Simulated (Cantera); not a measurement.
A closed system holds: 1 mol AlN, 0.22 mol N₂, equilibrated at 1952 °C and 0.133 bar.

Equilibrium computed with Cantera from the NASA thermochemical tables; the gas is ideal and each condensed phase is pure. Candidate condensed phases: Al, AlN; 5 gas species. The numbers say what is thermodynamically allowed, not how fast it happens.

Base state: N₂ 0.980, Al 0.0196 (mole fractions); condensed: AlN(s).

What changes in the equilibrium state with this change: AlN replaced by Al₂O₃?


| species | before | after |
|---|---|---|
| N₂ | 0.980 | 1.000 |
| Al | 0.0196 | 3.61e-6 |
| AlN(s), mol | 0.996 | 0 |
| Al₂O₃(s), mol | 0 | 1.000 |
Further candidate phases: Al₂O₃.
